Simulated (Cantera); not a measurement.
A closed system holds: 1 mol C3H8, 0.0072 mol O2, 0.49 mol H2, held at 1.00 mbar.

Cantera equilibrium calculation (NASA polynomials, part measured and part estimated; ideal gas, pure solids and liquids). Candidate condensed phases: C, C6H6, C7H8, C8H18, H2O; 110 gas species. Rates play no part.

x: gas mole fraction; n: condensed amount in mol.

```
T (K)   x H2       x H  x C2H2 (acetylene)     x CO     x C2H  n C(graphite)
-----  -----  --------  ------------------  -------  --------  -------------
1373   0.997  0.000105                 [?]  0.00320    <1e-12           2.99
1473   0.996  0.000399                 [?]  0.00320  4.13e-12           2.99
1573   0.996   0.00128                 [?]  0.00319  7.67e-11           2.99
1673   0.993   0.00359                 [?]  0.00319   1.00e-9           2.99
1773   0.988   0.00894                 [?]  0.00318   9.76e-9           2.98
1873   0.976    0.0202                 [?]  0.00316   7.42e-8           2.98
1973   0.955    0.0417                 [?]  0.00313   4.56e-7           2.98
2073   0.916    0.0796                 [?]  0.00307   2.32e-6           2.98
2173   0.854     0.141                 [?]  0.00297   9.99e-6           2.97
2273   0.762     0.232                 [?]  0.00283   3.69e-5           2.96
2373   0.640     0.353                 [?]  0.00263  0.000117           2.94
```

Problem. Some entries are withheld; supply them.

Solution. 
- 1373, x C2H2 (acetylene): 1.72e-6
- 1473, x C2H2 (acetylene): 6.48e-6
- 1573, x C2H2 (acetylene): 2.06e-5
- 1673, x C2H2 (acetylene): 5.66e-5
- 1773, x C2H2 (acetylene): 0.000138
- 1873, x C2H2 (acetylene): 0.000305
- 1973, x C2H2 (acetylene): 0.000611
- 2073, x C2H2 (acetylene): 0.00112
- 2173, x C2H2 (acetylene): 0.00188
- 2273, x C2H2 (acetylene): 0.00287
- 2373, x C2H2 (acetylene): 0.00394
